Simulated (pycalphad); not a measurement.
# Effect of Si content in Al-Si-Mg

All values are pycalphad results on the COST 507 light-alloy database (1999) (1 atm), not direct measurements. The database dates from 1999; later assessments differ in places, in temperatures and in the compounds included. Amounts are mole fractions of atoms.

Problem. One of these alloys has its liquidus at 909 K, its solidus at 831 K, and holds fcc 0.96, diamond (Si) 0.03, MG2SI 0.01 at 650 K. Which?
A. Al-0.81Si-1.01Mg (at.%)
B. Al-13Si-1.01Mg (at.%)
C. Al-2.44Si-1.01Mg (at.%)
D. Al-3.25Si-1.01Mg (at.%)
E. Al-9.75Si-1.01Mg (at.%)

Solution. D, Al-3.25Si-1.01Mg (at.%). The others: Al-0.81Si-1.01Mg (at.%), liquidus 924, solidus 856; Al-2.44Si-1.01Mg (at.%), liquidus 914, solidus 831; Al-9.75Si-1.01Mg (at.%), liquidus 865, solidus 831; Al-13Si-1.01Mg (at.%), liquidus 859, solidus 831

Database names, with the compositions (at.%) that they take in these runs: MG2SI: Mg 67 Si 33.
